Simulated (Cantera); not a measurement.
An adiabatic, constant-pressure homogeneous reactor starts with CH4 : H2 : O2 : N2 : CO2 = 1 : 0.19 : 3.95 : 14.9 : 0.83 (molar parts), equivalence ratio 0.53, at 1400 K and 0.405 atm.

Cantera simulation using GRI-Mech 3.0 (53 species, 325 reactions); the numbers are that mechanism's predictions, not measurements.

Task: Predict: time of steepest temperature rise; temperature at 0.800 s; equilibrium temperature; x(H2) at 0.800 s; x(O2) at 0.800 s; x(H2O) at 0.800 s; x(O) at 0.800 s; x(OH) at 0.800 s; x(NO) at 0.800 s.

Result: 
```
Item                                                                Result
---------------------------------  ---------------------------------------
time of steepest temperature rise                                  2.05 ms
temperature at 0.800 s                                              2315 K
equilibrium temperature                                             2315 K
x(H2) at 0.800 s                   0.00122 (gas-phase equilibrium 0.00122)
x(O2) at 0.800 s                     0.0842 (gas-phase equilibrium 0.0842)
x(H2O) at 0.800 s                    0.0993 (gas-phase equilibrium 0.0993)
x(O) at 0.800 s                    0.00247 (gas-phase equilibrium 0.00247)
x(OH) at 0.800 s                   0.00770 (gas-phase equilibrium 0.00770)
x(NO) at 0.800 s                   0.00975 (gas-phase equilibrium 0.00975)
```
